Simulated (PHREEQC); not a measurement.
Make-up at 20 °C: 25 mmol/kgw K2HPO4, 3 mmol/kgw Na2HPO4 and 82 mmol/kgw KCl. Closed to the air; pH follows from the charge balance.

The numbers come from PHREEQC with the ion-association model, wateq4f.dat.

This is a speciation only: nothing precipitates in the calculation.

**Question.** What pH, ionic strength does the model give?

**Answer.** pH 9.27; ionic strength 0.162 mol/kgw.

**Question.** In which forms is K present?

**Answer.** K+ 98 %, KHPO4- 1.5 % of the K.

Complexes and solids missing from the database can't appear. H3PO4, which wateq4f.dat lacks, is added to it with the constant of phreeqc.dat.
